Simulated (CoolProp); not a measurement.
Values from CoolProp's reference Helmholtz-energy equation of state, Thol 2015.

Q: For 1,2-dichloroethane, give the phase and the Z, cv (kJ/(kg K)), Joule-Thomson coefficient (K/MPa), isothermal compressibility (1/MPa) at 221.75 °C and 0.436 MPa; 221.75 °C and 0.653 MPa; 221.75 °C and 1.96 MPa.

A: 
- 221.75 °C and 0.436 MPa: gas; Z 0.955, cv 0.958, Joule-Thomson coefficient 13.8, isothermal compressibility 2.41
- 221.75 °C and 0.653 MPa: gas; Z 0.931, cv 0.963, Joule-Thomson coefficient 14.3, isothermal compressibility 1.65
- 221.75 °C and 1.96 MPa: gas; Z 0.754, cv 1.00, Joule-Thomson coefficient 19.2, isothermal compressibility 0.736
